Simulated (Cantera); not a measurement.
An adiabatic, constant-volume homogeneous reactor starts with C2H4 : O2 : N2 : H2O = 1 : 4.17 : 15.7 : 5.3 (molar parts), equivalence ratio 0.72, at 1150 K and 50000 Pa. Integrator tolerance rtol = 1e-08.

Model: GRI-Mech 3.0 (53 species, 325 reactions), integrated in Cantera. GRI-Mech 3.0 was tuned for natural gas; its chemistry of ethylene as a main component is partial and can be far from experiment.

### Question
What does this change do: 0.038 parts H2 added?

### Answer
| quantity | before | after |
|---|---|---|
| time of steepest temperature rise | 1.33 ms | 1.19 ms |
| temperature at 5.00 s | 2450 K | 2454 K |
| equilibrium temperature | 2450 K | 2454 K |
| x(C2H4) at 5.00 s | <1e-12 (gas-phase equilibrium <1e-12) | <1e-12 (gas-phase equilibrium <1e-12) |
| x(O2) at 5.00 s | 0.0431 (gas-phase equilibrium 0.0431) | 0.0425 (gas-phase equilibrium 0.0425) |
| x(H2O) at 5.00 s | 0.262 (gas-phase equilibrium 0.262) | 0.263 (gas-phase equilibrium 0.263) |
| x(CH3) at 5.00 s | <1e-12 (gas-phase equilibrium <1e-12) | <1e-12 (gas-phase equilibrium <1e-12) |
| x(O) at 5.00 s | 0.00227 (gas-phase equilibrium 0.00227) | 0.00230 (gas-phase equilibrium 0.00230) |
| x(HO2) at 5.00 s | 6.31e-6 (gas-phase equilibrium 6.31e-6) | 6.32e-6 (gas-phase equilibrium 6.32e-6) |
